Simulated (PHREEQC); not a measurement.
# Phosphoric acid bath: speciation

Make-up at 20 °C: 0.0035 mol H3PO4 and 3.1e-05 mol HF per kg of water. Closed to the air; pH follows from the charge balance.

The numbers come from PHREEQC with the ion-association model, phreeqc.dat.

Each row changes one thing in this solution. This is a speciation only: nothing precipitates in the calculation.

```json
[
 {"case": "as made", "pH": "2.60", "ionic strength (mol/kgw)": "0.00264"},
 {"case": "H3PO4 from 0.0035 to 0.00315 mol/kgw", "pH": "2.64", "ionic strength (mol/kgw)": "0.00243"},
 {"case": "temperature from 20 to 85 °C", "pH": "2.67", "ionic strength (mol/kgw)": "0.00227"},
 {"case": "HF left out", "pH": "2.60", "ionic strength (mol/kgw)": "0.00264"},
 {"case": "H3PO4 replaced by KH2PO4 at the same molality", "pH": "4.58", "ionic strength (mol/kgw)": "0.00354"},
 {"case": "H3PO4 left out", "pH": "4.53", "ionic strength (mol/kgw)": "2.98e-5"}
]
```

Away from 25 °C the constants follow the database's enthalpies or fits; those with neither stay at their 25 °C values.
